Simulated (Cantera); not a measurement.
A closed system holds: 1 mol Fe2O3, 1.9 mol C, 2.7 mol CO, equilibrated at 3.80 mbar.

Method: chemical equilibrium by Gibbs-energy minimisation in Cantera with the NASA 1993 tables (ideal gas, pure condensed phases). Candidate condensed phases: C, Fe, Fe(CO)5, FeO, Fe2O3, Fe3O4; 15 gas species. Mutual solubility and eutectic melting of coexisting phases are not modelled. The tables' stoichiometric FeO is somewhat more stable than real wüstite, so its field is too wide. FeO: taken at fixed stoichiometry. Kinetics and transport are ignored.

### Question
Which condensed phases are stable at each of these points (T (K)): 1123, 1198, 1273, 1348, 1423, 1498, 1573, 1648, 1723, 1798?

### Answer
```json
[
 {"T (K)": "1123", "condensed phases": "Fe(α) + FeO(s)", "Fe condensed (%)": "100.0"},
 {"T (K)": "1198", "condensed phases": "Fe(γ) + FeO(s)", "Fe condensed (%)": "100.0"},
 {"T (K)": "1273", "condensed phases": "Fe(γ) + FeO(s)", "Fe condensed (%)": "100.0"},
 {"T (K)": "1348", "condensed phases": "Fe(γ) + FeO(s)", "Fe condensed (%)": "100.0"},
 {"T (K)": "1423", "condensed phases": "Fe(γ) + FeO(s)", "Fe condensed (%)": "100.0"},
 {"T (K)": "1498", "condensed phases": "Fe(γ) + FeO(s)", "Fe condensed (%)": "100.0"},
 {"T (K)": "1573", "condensed phases": "Fe(γ) + FeO(s)", "Fe condensed (%)": "100.0"},
 {"T (K)": "1648", "condensed phases": "Fe(γ) + FeO(s)", "Fe condensed (%)": "99.8"},
 {"T (K)": "1723", "condensed phases": "Fe(δ) + FeO(l)", "Fe condensed (%)": "99.4"},
 {"T (K)": "1798", "condensed phases": "Fe(δ) + FeO(l)", "Fe condensed (%)": "98.2"}
]
```

At 1123 K the condensed part is Fe(α) + FeO(s). From 1198 K to 1648 K the condensed part is Fe(γ) + FeO(s). From 1723 K to 1798 K the condensed part is Fe(δ) + FeO(l).
